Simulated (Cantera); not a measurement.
Cantera run:

```python
import numpy as np
import cantera as ct

gas_names = """
    H H2 N NH NH2 NH3 N2 N2H2 N2H4 Pb Pb2
""".split()
cond_names = """
    Pb(cr) Pb(L)
""".split()


# ... load() reads the species with a 1 bar reference pressure and builds the phases ...
atoms = {
    'Pb': {'Pb': 1},
    'H2': {'H': 2},
    'N2': {'N': 2},
}
top_T = {}  # K; cautious upper limits of use, not melting points


# ... equilibrate(T, P, feed) seeds the gas with the atoms and calls Mixture.equilibrate('TP', solver="vcs", rtol=1e-11, max_steps=5000) ...
results = []
feed = {'Pb': 1, 'H2': 0.087, 'N2': 10}  # mol
P = 1000  # Pa
for T in [475, 575, 675, 775, 875, 975, 1075, 1175, 1275, 1375, 1475, 1575]:
    mix = equilibrate(T, P, feed)
    results.append((T, P, feed, dict(zip(mix.species_names, mix.species_moles))))

top = {s: max(r[3][s] / sum(r[3][g] for g in gas_names) for r in results) for s in gas_names}
cols = sorted((s for s in top if top[s] > 1e-05), key=lambda s: -top[s])[:8]
seen = [c for c in cond_names if any(r[3].get(c, 0) > 1e-12 for r in results)]
print("log10 of partial pressures in bar; condensed amounts in mol")
print(f"{'T/K':>10s}" + "".join(f"{s[:9]:>10s}" for s in cols + seen))
for T, P, feed, n in results:
    ng = sum(n[g] for g in gas_names)
    print(f"{T:10.4g}" + "".join(f"{np.log10(max(n[s] / ng * P / 1e5, 1e-99)):10.3f}" for s in cols)
          + "".join(f"{n.get(c, 0):10.4g}" for c in seen))
```

Result:

```
log10 of partial pressures in bar; condensed amounts in mol
       T/K        N2        Pb        H2         H    Pb(cr)     Pb(L)
       475    -2.004   -15.721    -4.065   -23.395         1         0
       575    -2.004   -12.018    -4.064   -19.199         1         0
       675    -2.004    -9.471    -4.064   -16.239         0         1
       775    -2.004    -7.604    -4.064   -14.036         0         1
       875    -2.004    -6.171    -4.064   -12.332         0    0.9993
       975    -2.004    -5.038    -4.065   -10.974         0    0.9907
      1075    -2.007    -4.120    -4.068    -9.867         0    0.9228
      1175    -2.023    -3.361    -4.084    -8.953         0    0.5407
      1275    -2.045    -3.045    -4.105    -8.185         0         0
      1375    -2.045    -3.045    -4.105    -7.518         0         0
      1475    -2.045    -3.045    -4.106    -6.940         0         0
      1575    -2.045    -3.045    -4.106    -6.435         0         0
```

These are equilibrium values from Cantera (NASA tables, ideal gas, pure condensed phases), not measurements of a reactor.
